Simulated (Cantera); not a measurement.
An isothermal, constant-pressure homogeneous reactor starts with 2.34 % H2, 97.7 % O2, equivalence ratio 0.012, at 1150 K and 0.0375 atm.

Detailed kinetics in Cantera: the H2/O2 subset of GRI-Mech 3.0, which has no nitrogen chemistry. Radical loss at walls, strong at low pressure, is not modelled.

x: mole fraction; the columns are a selection and need not sum to one.

```tsv
t (s)	x H2	x O2	x HO2	x O	x H2O	x H	x H2O2
0.000900	0.0234	0.977	1.52e-7	9.17e-6	1.17e-5	2.38e-6	8.13e-11
0.00214	0.00246	0.961	8.69e-6	0.0127	0.0180	0.00326	4.39e-7
0.00511	0.000171	0.964	5.72e-6	0.0114	0.0221	0.00123	1.27e-7
0.0122	8.50e-5	0.970	4.33e-6	0.00566	0.0229	0.000427	1.20e-7
0.0290	2.80e-5	0.974	2.56e-6	0.00188	0.0234	8.12e-5	1.02e-7
0.0690	6.69e-6	0.976	1.14e-6	0.000459	0.0236	9.78e-6	6.89e-8
0.164	1.41e-6	0.976	3.99e-7	9.96e-5	0.0237	9.95e-7	3.57e-8
0.391	…	0.976	…	…	0.0237	…	…
0.932	7.81e-8	0.976	3.76e-8	5.85e-6	0.0237	1.42e-8	5.61e-9
2.22	2.27e-8	0.976	1.28e-8	1.74e-6	0.0237	2.31e-9	2.07e-9
5.29	7.45e-9	0.976	5.54e-9	5.81e-7	0.0237	4.46e-10	7.81e-10
12.6	2.70e-9	0.976	3.77e-9	2.13e-7	0.0237	9.91e-11	3.08e-10
30.0	…	0.976	4.04e-9	…	0.0237	2.64e-11	1.35e-10
```

Complete the blanks.


- 0.391, x H2: 3.11e-7
- 0.391, x HO2: 1.23e-7
- 0.391, x O: 2.26e-5
- 0.391, x H: 1.08e-7
- 0.391, x H2O2: 1.49e-8
- 30.0, x H2: 1.11e-9
- 30.0, x O: 8.81e-8
